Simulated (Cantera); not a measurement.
Input (Python, Cantera) and output of one run.

```python
import numpy as np
import cantera as ct

gas_names = """
    B BCL BCL2 BCL3 BH BH2 BH3 BN B2 CL CL2 H HCL H2 N NH NH2 NH3 N2 N2H2 N2H4
""".split()
cond_names = """
    B(b) B(L) BN(s) NH4CL(a) NH4CL(b)
""".split()


# ... load() reads the species with a 1 bar reference pressure and builds the phases ...
atoms = {
    'BCl3': {'B': 1, 'CL': 3},
    'N2': {'N': 2},
    'H2': {'H': 2},
}
top_T = {'BN(s)': 3200}  # K; cautious upper limits of use, not melting points


# ... equilibrate(T, P, feed) seeds the gas with the atoms and calls Mixture.equilibrate('TP', solver="vcs", rtol=1e-11, max_steps=5000) ...
results = []
feed = {'BCl3': 1, 'N2': 5.7, 'H2': 2}  # mol
T = 1250  # K
P = 133.322  # Pa
mix = equilibrate(T, P, feed)
results.append((T, P, feed, dict(zip(mix.species_names, mix.species_moles))))
print(gas.report(threshold=1e-06))
for i in range(1, mix.n_phases):
    print(f"{mix.phase(i).name:16s} {mix.phase_moles(i):12.5e} mol")
```

Result:

```
       temperature   1250 K
          pressure   133.32 Pa
           density   0.00037758 kg/m^3
  mean mol. weight   29.434 kg/kmol
   phase of matter   gas

                          1 kg             1 kmol
                     ---------------   ---------------
          enthalpy            -80154       -2.3593e+06  J
   internal energy       -4.3325e+05       -1.2752e+07  J
           entropy            9925.6        2.9215e+05  J/K
    Gibbs function       -1.2487e+07       -3.6755e+08  J
 heat capacity c_p            1134.7             33399  J/K
 heat capacity c_v            852.22             25084  J/K

                      mass frac. Y      mole frac. X     chem. pot. / RT
                     ---------------   ---------------   ---------------
              BCL3        0.00047485         0.0001193           -95.114
                CL        1.9552e-05        1.6234e-05            -27.66
                 H        1.0886e-07        3.1789e-06           -13.781
               HCL           0.42664           0.34445           -41.441
                H2          0.003949          0.057656           -27.562
                N2           0.56891           0.59776           -32.605
     [  +15 minor]        3.0297e-07        1.1624e-07

B(b)              0.00000e+00 mol
BN(s)             9.98961e-01 mol
```

Cantera equilibrium calculation (NASA polynomials, part measured and part estimated; ideal gas, pure solids and liquids). N2 is the only nitrogen source here; it is nearly inert below about 1500 K, so the nitride shown seldom forms there in practice. Gases not in the tables: BHCl2.
